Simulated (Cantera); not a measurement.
Feed: 1 mol SiCl₄, 3.5 mol H₂, equilibrated at 1248 K and 5.30 bar.

Method: chemical equilibrium by Gibbs-energy minimisation in Cantera with the NASA 1993 tables (ideal gas, pure condensed phases). Candidate condensed phases: Si; 19 gas species. The tables' values for SiCl₃ are old estimates; treat these amounts as uncertain. Equilibrium is a limit: real reactors are often held back by kinetics, nucleation or transport.

Base state: H₂ 0.708, SiCl₄ 0.155, HCl 0.0704, SiHCl₃ 0.0550, SiCl₃ 0.00629, SiH₂Cl₂ 0.00265, SiCl₂ 0.00184, SiH₃Cl 3.54e-5 (mole fractions); condensed: gas only.

Problem. What changes in the equilibrium state with this change: SiCl₄ replaced by Si?

Solution. 
| species | before | after |
|---|---|---|
| H₂ | 0.708 | 1.000 |
| SiCl₄ | 0.155 | 0 |
| HCl | 0.0704 | 0 |
| SiHCl₃ | 0.0550 | 0 |
| SiCl₃ | 0.00629 | 0 |
| SiH₂Cl₂ | 0.00265 | 0 |
| SiCl₂ | 0.00184 | 0 |
| SiH₃Cl | 3.54e-5 | 0 |
| Si(s), mol | 0 | 1.000 |

Problem. What changes in the equilibrium state with this change: pressure from 5.30 bar to 1.00 bar?

Solution. 
```tsv
species	before	after
H₂	0.708	0.702
SiCl₄	0.155	0.150
HCl	0.0704	0.0787
SiHCl₃	0.0550	0.0471
SiCl₃	0.00629	0.0125
SiCl₂	0.00184	0.00748
SiH₃Cl	3.54e-5	2.38e-5
```
